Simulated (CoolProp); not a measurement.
Vapour-liquid equilibrium of ethane (1) + C3F8 (R218) (2) at 248.4 K; x and y are mole fractions of (1).

Values from CoolProp's multi-fluid Helmholtz-energy mixture model, Bücker 2006 and Lemmon 2006; pair parameters Bell 2016.

**Question.** Give the bubble pressure and the first vapour's composition at x = 0.275, 0.35, 0.95. Is there an azeotrope?

**Answer.** x = 0.275: 671.1 kPa, y = 0.775; x = 0.35: 765.8 kPa, y = 0.810; x = 0.95: 1207 kPa, y = 0.974. No azeotrope shows between x = 0.05 and 0.95.

Pair parameters are fitted to limited data, so mixtures are less certain than the pure fluids.
